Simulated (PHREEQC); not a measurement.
Make-up at 55 °C: 0.043 mol/kgw H3PO4 and 0.0007 mol/kgw Na2SO4. It is in equilibrium with CO2 at log p = -2 (atm). Otherwise closed; pH follows from the charge balance.

Computed with PHREEQC (ion-association model, wateq4f.dat).

No solid was allowed to form.

**Question.** Predict the pH.

**Answer.** pH 1.93.

**Question.** In which forms is S present?

**Answer.** HSO4- 62 %, SO4-2 38 % of the S.

Complexes and solids missing from the database can't appear. H3PO4, which wateq4f.dat lacks, is added to it with the constant of phreeqc.dat. Constants without temperature data keep their 25 °C values here.
